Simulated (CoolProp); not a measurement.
C2F6 (R116) along the isobar 45.7 bar: fugacity coefficient from the reference equation and from simpler models built on Tc = 293.0 K, pc = 30.48 bar, ω = 0.257; each cubic takes its own stable root.

Computed with CoolProp (reference Helmholtz-energy equation of state, Lemmon 2006). It is a short technical equation, of lower accuracy than the large ones.

| T (K) | phase | reference |
|---|---|---|
| 249.9 | liquid | 0.2042 |
| 262.4 | liquid | 0.2761 |
| 275 | liquid | 0.3581 |
| 287.5 | liquid | 0.4457 |
| 300.1 | supercritical | 0.5351 |
| 312.6 | supercritical | 0.6139 |
| 325.1 | supercritical | 0.6717 |
| 337.7 | supercritical | 0.7167 |
| 350.2 | supercritical | 0.7534 |
| 362.8 | supercritical | 0.7848 |

**Question.** How far does each simpler model (Redlich-Kwong, Soave-Redlich-Kwong) lie from the reference over these 10 states: mean and median of the absolute difference, and the worst?

**Answer.** 
- Redlich-Kwong: mean 6.1 %, median 3.6 %, worst +20.1 % at 249.9 K and 45.7 bar
- Soave-Redlich-Kwong: mean 1.4 %, median 1.1 %, worst +2.7 % at 262.4 K and 45.7 bar
